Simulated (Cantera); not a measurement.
A closed system holds: 1 mol TiCl4, 19 mol H2, a varied amount of CH4, held at 75.0 Torr.

Cantera equilibrium calculation (NASA polynomials, part measured and part estimated; ideal gas, pure solids and liquids). Candidate condensed phases: C, C6H6, C7H8, C8H18, Ti, TiC, TiCl2, TiCl3, TiCl4; 96 gas species. The tables' values for TiCl2 are old estimates. TiC: taken at fixed stoichiometry. Kinetics and transport are ignored.

Question: What condenses at these points (T in °C, n(CH4) in mol): (1727, 1.8); (1027, 2.6); (1027, 1.3); (927, 0.45); (827, 0.23)?

Answer: 
```tsv
T (°C)	n(CH4) in mol	condensed phases	Ti condensed (%)
1727	1.8	C + TiC	99.4
1027	2.6	C + TiC	95.2
1027	1.3	C + TiC	93.9
927	0.45	TiC	44.9
827	0.23	TiC	22.9
```
